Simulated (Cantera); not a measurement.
An isothermal, constant-pressure homogeneous reactor starts with 9.09 % H2, 90.9 % O2, equivalence ratio 0.050, at 1225 K and 4.05 Torr.

Detailed kinetics in Cantera: GRI-Mech 3.0 (53 species, 325 reactions). Radical loss at walls, strong at low pressure, is not modelled. The temperature is held fixed by assumption; the heat of reaction is taken as removed at once.

x: mole fraction; the columns are a selection and need not sum to one.

| t (s) | x H2 | x O2 | x HO2 | x H2O2 | x OH |
|---|---|---|---|---|---|
| 2.00e-6 | 0.0909 | 0.909 | 9.77e-11 | <1e-12 | <1e-12 |
| 7.02e-6 | 0.0909 | 0.909 | 3.43e-10 | <1e-12 | 1.15e-11 |
| 2.47e-5 | 0.0909 | 0.909 | … | <1e-12 | 1.28e-10 |
| 8.66e-5 | 0.0909 | 0.909 | … | <1e-12 | 1.19e-9 |
| 0.000304 | 0.0909 | 0.909 | … | 8.31e-12 | 1.00e-8 |
| 0.00107 | 0.0909 | 0.909 | … | 1.02e-10 | 4.00e-7 |
| 0.00375 | 0.0403 | 0.875 | … | 1.38e-7 | 0.00905 |
| 0.0132 | 0.00232 | 0.846 | 2.01e-6 | 5.71e-8 | 0.00592 |
| 0.0462 | 0.00194 | 0.858 | 2.00e-6 | 6.05e-8 | 0.00544 |
| 0.162 | 0.00102 | 0.882 | … | 6.44e-8 | 0.00400 |
| 0.570 | 0.000199 | 0.900 | … | 4.81e-8 | 0.00178 |
| 2.00 | 2.02e-5 | 0.904 | … | 1.90e-8 | 0.000569 |

Problem. What belongs in the gaps?

Solution. 
- 2.47e-5, x HO2: 1.20e-9
- 8.66e-5, x HO2: 4.23e-9
- 0.000304, x HO2: 1.49e-8
- 0.00107, x HO2: 5.29e-8
- 0.00375, x HO2: 1.80e-6
- 0.162, x HO2: 1.78e-6
- 0.570, x HO2: 9.72e-7
- 2.00, x HO2: 2.32e-7
